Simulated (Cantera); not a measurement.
A counterflow diffusion flame at 698 Torr, nozzles 20 mm apart: fuel side CH4 : CO = 1 : 0.55 (molar parts) at 623 K, oxidiser side O2 : N2 = 0.24 : 0.76 (molar parts) at 475 K, fuel mass flux 0.69 times the oxidiser's; mixture-averaged transport, no radiation.

Computed with Cantera and GRI-Mech 3.0 (53 species, 325 reactions). GRI-Mech 3.0 has no aromatics or soot, which form on the fuel side of real flames. The maximum strain rate includes the flame's own expansion and is several times the mean.

x: mole fraction; the columns are a selection and need not sum to one.

```json
[
 {"oxidiser flux (kg/m²/s)": "0.23", "max strain (1/s)": "179", "mean strain (1/s)": "38.6", "T max (K)": "2240", "peak x OH": "0.0110", "peak x H": "0.00546", "peak x NO": "0.000395", "peak x CO": "0.355", "peak x C2H2": "0.0159"},
 {"oxidiser flux (kg/m²/s)": "0.32", "max strain (1/s)": "239", "mean strain (1/s)": "53.8", "T max (K)": "2224", "peak x OH": "0.0110", "peak x H": "0.00577", "peak x NO": "0.000365", "peak x CO": "0.355", "peak x C2H2": "0.0152"},
 {"oxidiser flux (kg/m²/s)": "0.44", "max strain (1/s)": "317", "mean strain (1/s)": "73.9", "T max (K)": "2209", "peak x OH": "0.0109", "peak x H": "0.00604", "peak x NO": "0.000337", "peak x CO": "0.355", "peak x C2H2": "0.0145"},
 {"oxidiser flux (kg/m²/s)": "0.6", "max strain (1/s)": "419", "mean strain (1/s)": "101", "T max (K)": "2195", "peak x OH": "0.0108", "peak x H": "0.00631", "peak x NO": "0.000310", "peak x CO": "0.355", "peak x C2H2": "0.0138"},
 {"oxidiser flux (kg/m²/s)": "0.81", "max strain (1/s)": "550", "mean strain (1/s)": "136", "T max (K)": "2182", "peak x OH": "0.0107", "peak x H": "0.00655", "peak x NO": "0.000282", "peak x CO": "0.355", "peak x C2H2": "0.0132"},
 {"oxidiser flux (kg/m²/s)": "1.1", "max strain (1/s)": "[?]", "mean strain (1/s)": "185", "T max (K)": "2168", "peak x OH": "0.0106", "peak x H": "0.00681", "peak x NO": "[?]", "peak x CO": "0.355", "peak x C2H2": "0.0126"},
 {"oxidiser flux (kg/m²/s)": "1.5", "max strain (1/s)": "[?]", "mean strain (1/s)": "252", "T max (K)": "2152", "peak x OH": "0.0104", "peak x H": "0.00701", "peak x NO": "[?]", "peak x CO": "0.355", "peak x C2H2": "0.0119"},
 {"oxidiser flux (kg/m²/s)": "2.1", "max strain (1/s)": "1320", "mean strain (1/s)": "353", "T max (K)": "2130", "peak x OH": "0.0100", "peak x H": "0.00716", "peak x NO": "0.000183", "peak x CO": "0.355", "peak x C2H2": "0.0110"}
]
```

Problem. Fill in the missing entries.

Solution. 
- 1.1, max strain (1/s): 729
- 1.1, peak x NO: 0.000253
- 1.5, max strain (1/s): 969
- 1.5, peak x NO: 0.000220
